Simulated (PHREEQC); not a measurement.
1.6 g of hydrous ferric oxide (600 m²/g; 0.2 weak and 0.005 strong sites per Fe, Dzombak-Morel constants, diffuse double layer) in 1 kg of water with 0.3 mol/kgw of an inert sodium salt, at 25 °C; the pH is set by adding NaOH or the inert anion's acid. Oxygen is held at 0.21 atm. The system is closed to CO2. No solid was allowed to form.

Base run: PHREEQC, ion-association model, wateq4f.dat. Each further column changes one thing. The table gives surface charge σ (C/m²).

| pH | base | background salt from 0.3 to 0.03 mol/kgw | oxide from 1.6 to 8 g/kgw | 0.006 mol/kgw CuSO4 added |
|---|---|---|---|---|
| 4 | 0.349 | 0.272 | 0.349 | 0.118 |
| 5.33 | 0.231 | ? | 0.231 | ? |
| 6.67 | 0.091 | 0.040 | 0.092 | 0.239 |
| 8 | 0.006 | 0.002 | 0.006 | 0.220 |
| 9.33 | -0.074 | -0.032 | -0.074 | 0.090 |
| 10.67 | -0.205 | -0.108 | -0.205 | -0.015 |
| 12 | -0.339 | ? | -0.340 | -0.151 |

What belongs in the gaps?


- 5.33, background salt from 0.3 to 0.03 mol/kgw: 0.126
- 5.33, 0.006 mol/kgw CuSO4 added: 0.163
- 12, background salt from 0.3 to 0.03 mol/kgw: -0.264

 In at least one series the solution becomes supersaturated in solids that the run did not let form, among them Cu(OH)2, Brochantite, Antlerite. The database's constant for dissolved Cu(OH)2 is higher than later reviews accept.
